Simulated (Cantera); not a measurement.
An adiabatic, constant-pressure homogeneous reactor starts with CH4 : O2 : N2 = 1 : 2.56 : 9.64 (molar parts), equivalence ratio 0.78, at 1250 K and 750 Torr.

Model: GRI-Mech 3.0 (53 species, 325 reactions), integrated in Cantera.

### Question
Predict: time of steepest temperature rise; temperature at 0.200 s; equilibrium temperature; x(O2) at 0.200 s; x(HCO) at 0.200 s; x(NO2) at 0.200 s; x(N2O) at 0.200 s; x(CO) at 0.200 s.

### Answer
time of steepest temperature rise: 20.1 ms
temperature at 0.200 s: 2536 K
equilibrium temperature: 2536 K
x(O2) at 0.200 s: 0.0413 (gas-phase equilibrium 0.0413)
x(HCO) at 0.200 s: 3.71e-9 (gas-phase equilibrium 3.71e-9)
x(NO2) at 0.200 s: 3.93e-6 (gas-phase equilibrium 3.93e-6)
x(N2O) at 0.200 s: 5.48e-7 (gas-phase equilibrium 5.48e-7)
x(CO) at 0.200 s: 0.0134 (gas-phase equilibrium 0.0134)
